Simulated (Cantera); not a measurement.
Charge: 1 mol C2H4, 0.38 mol H2O, 15 mol H2, held at 18.0 mbar.

These are equilibrium values from Cantera (NASA tables, ideal gas, pure condensed phases), not measurements of a reactor. Candidate condensed phases: C, C6H6, C7H8, C8H18, H2O; 110 gas species. Kinetics and transport are ignored.

Problem. What share of the C ends up in condensed phases as a function of T (K), at 500, 700, 900, 1100, 1300, 1500, 1700, 1900, 2100, 2300, 2500, 2700, 2900?

Solution. 
| T (K) | C condensed (%) | as |
|---|---|---|
| 500 | 0.0 | - |
| 700 | 8.0 | C(graphite) |
| 900 | 77.1 | C(graphite) |
| 1100 | 80.5 | C(graphite) |
| 1300 | 80.9 | C(graphite) |
| 1500 | 80.9 | C(graphite) |
| 1700 | 80.9 | C(graphite) |
| 1900 | 80.3 | C(graphite) |
| 2100 | 78.5 | C(graphite) |
| 2300 | 73.7 | C(graphite) |
| 2500 | 63.6 | C(graphite) |
| 2700 | 44.9 | C(graphite) |
| 2900 | 0.0 | - |
